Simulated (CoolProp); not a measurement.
Vapour-liquid equilibrium of n-heptane (1) + m-xylene (2) at 397 K; x and y are mole fractions of (1).

Values from CoolProp's multi-fluid Helmholtz-energy mixture model, Span 2003 and Zhou 2012; pair parameters Bell 2016.

Question: Give the bubble pressure and the first vapour's composition at x = 0.2, 0.35, 0.95. Is there an azeotrope?

Answer: x = 0.2: 0.1004 MPa, y = 0.456; x = 0.35: 0.1218 MPa, y = 0.623; x = 0.95: 0.1963 MPa, y = 0.978. No azeotrope shows between x = 0.05 and 0.95.

The pair parameters rest on a limited set of measurements; away from them the model extrapolates.
